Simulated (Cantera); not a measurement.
A closed system holds: 1 mol MgO, 4.7 mol H2, at 2.40 mbar.

Cantera equilibrium calculation (NASA polynomials, part measured and part estimated; ideal gas, pure solids and liquids). Candidate condensed phases: H2O, Mg, MgO, Mg(OH)2; 15 gas species. The numbers say what is thermodynamically allowed, not how fast it happens.

Task: What share of the Mg ends up in condensed phases as a function of T (K), at 1400, 1600, 1800, 2000, 2200, 2400, 2600, 2800, 3000?

Result: 
```csv
T (K),Mg condensed (%),as
1400,99.9,MgO(s)
1600,99.0,MgO(s)
1800,92.4,MgO(s)
2000,62.6,MgO(s)
2200,0.0,-
2400,0.0,-
2600,0.0,-
2800,0.0,-
3000,0.0,-
```
